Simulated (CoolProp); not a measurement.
Vapour-liquid equilibrium of fluoroethane (R161) (1) + R134a (2) at 215.5 K; x and y are mole fractions of (1).

Model: multi-fluid Helmholtz-energy mixture model, Wu 2012 and Tillner-Roth 1994; pair parameters Bell 2016, in CoolProp.

Task: Give the bubble pressure and the first vapour's composition at x = 0.05, 0.2, 0.35. Is there an azeotrope?

Result: x = 0.05: 0.1917 bar, y = 0.083; x = 0.2: 0.2133 bar, y = 0.308; x = 0.35: 0.2373 bar, y = 0.499. No azeotrope shows between x = 0.05 and 0.95.

The pair parameters rest on a limited set of measurements; away from them the model extrapolates.
